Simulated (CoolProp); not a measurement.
Vapour-liquid equilibrium of R1234yf (1) + R227EA (2) at 0.125 MPa; x and y are mole fractions of (1).

Computed with CoolProp (multi-fluid Helmholtz-energy mixture model, Lemmon 2022 and Lemmon 2016; pair parameters Bell 2016).

```tsv
x	bubble temperature, mixture model (°C)	bubble temperature, Raoult's law (°C)	y, mixture model	y, Raoult's law
0.05	-12.2	-12.2	0.081	0.082
0.125	-13.5	-13.4	0.193	0.195
0.2	-14.6	-14.5	0.295	0.299
0.275	-15.7	-15.6	0.388	0.394
0.35	-16.8	-16.7	0.474	0.481
0.425	-17.8	-17.7	0.553	0.561
0.5	-18.8	-18.7	0.626	0.635
0.575	-19.7	-19.7	0.694	0.703
0.65	-20.6	-20.6	0.757	0.765
0.725	-21.5	-21.5	0.816	0.823
0.8	-22.4	-22.4	0.871	0.876
0.875	-23.2	-23.2	0.922	0.925
0.95	-24.0	-24.0	0.970	0.971
```

The largest gap from Raoult's law is -0.1 K in bubble temperature, at x = 0.275. No azeotrope shows between x = 0.05 and 0.95.

Pair parameters are fitted to limited data, so mixtures are less certain than the pure fluids.
